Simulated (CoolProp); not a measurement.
A Linde-Hampson liquefier for dry air: isothermal reversible compression at 230 K from 1 atm to 20 MPa, throttling to 1 atm, return gas leaving the recuperator 10 K below the feed. Each further row changes one setting.

The numbers come from the reference Helmholtz-energy equation of state, Lemmon 2000 in CoolProp. It is a pseudo-pure fit of the blend.

```
case                        liquid yield per pass  compression work (kJ/kg of gas)
--------------------------  ---------------------  -------------------------------
as stated                                   0.150                              337
high pressure 40 MPa                        0.187                              384
warm-end temperature 260 K                  0.100                              388
warm-end gap 15 K                           0.137                              337
```
